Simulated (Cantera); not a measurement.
**Equilibrium for silicon etching in halogen gases: Si + Cl2**

Charge: 1 mol Si, 0.78 mol Cl2, equilibrated at 325 °C and 1.00 Torr.

Equilibrium computed with Cantera from the NASA thermochemical tables; the gas is ideal and each condensed phase is pure. Candidate condensed phases: Si; 9 gas species. Equilibrium is a limit: real reactors are often held back by kinetics, nucleation or transport.

- x(SiCl4) = 1.000
- x(SiCl3) = 6.06e-6
- n(Si(s)) = 0.610 mol
- gas amount = 0.3900 mol
